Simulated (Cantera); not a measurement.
A perfectly stirred reactor is fed with H2 : O2 = 0.096 : 1 (molar parts), equivalence ratio 0.048, at 0.0133 bar; it is held at 1073 K, and followed from long to short residence time.

Model: the H2/O2 subset of GRI-Mech 3.0, which has no nitrogen chemistry, integrated in Cantera. Radical loss at walls, strong at low pressure, is not modelled. The temperature is held fixed by assumption; the heat of reaction is taken as removed at once.

### Question
Predict: x(H2) at τ = 8.20 s; x(O2) at τ = 8.20 s; x(O) at τ = 8.20 s; x(OH) at τ = 8.20 s; x(HO2) at τ = 8.20 s; x(H2) at τ = 0.120 s; x(O2) at τ = 0.120 s; x(O) at τ = 0.120 s; x(OH) at τ = 0.120 s; x(HO2) at τ = 0.120 s.

### Answer
```
Item                     Result
---------------------  --------
x(H2) at τ = 8.20 s    0.000123
x(O2) at τ = 8.20 s       0.908
x(O) at τ = 8.20 s     0.000512
x(OH) at τ = 8.20 s    0.000393
x(HO2) at τ = 8.20 s    1.76e-6
x(H2) at τ = 0.120 s    0.00151
x(O2) at τ = 0.120 s      0.900
x(O) at τ = 0.120 s     0.00712
x(OH) at τ = 0.120 s    0.00170
x(HO2) at τ = 0.120 s   6.10e-6
```
